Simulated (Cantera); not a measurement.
Charge: 1 mol Si3H8, 26 mol H2, 0.94 mol Cl2, equilibrated at 1130 Torr.

These are equilibrium values from Cantera (NASA tables, ideal gas, pure condensed phases), not measurements of a reactor. Candidate condensed phases: Si; 19 gas species. The feed counts by its element totals alone. Kinetics and transport are ignored.

Over these rows the condensed part is Si(s). Partial pressures as log10 of bar:

```csv
T (K),1000/T (1/K),log p SiCl2,log p H2,log p HCl
998,1.0020,-4.11,0.17,-2.09
1048,0.9542,-3.73,0.17,-1.92
1098,0.9107,?,0.16,-1.77
1148,0.8711,-3.10,0.16,-1.64
1198,0.8347,-2.84,0.16,-1.52
1248,0.8013,-2.62,0.16,-1.43
```

Problem. Fit log p(SiCl2) = a + b·(1000/T) to the five rows, give the apparent enthalpy, and predict the row at 1098 K.

Solution. Means: 1000/T = 0.8927, log p = -3.280. Sxy = -0.208126, Sxx = 0.0279133, so b = -7.46 and a = -3.280 − (-7.46)×0.8927 = 3.38.
Apparent enthalpy: −19.145 × (-7.46) = 143 kJ/mol. With the condensed phases at unit activity, Si(s) + 2 HCl(g) = SiCl2(g) + H2(g) links this pressure to the main gases: over the six rows their terms move log p by +1.33 in all, so the slope isn't that reaction's ΔH° alone. The five rows lie within 0.02 of the line.
Prediction at 1098 K: 3.38 + (-7.46)×0.9107 = -3.41. The computed value is -3.39, 0.02 from the line.
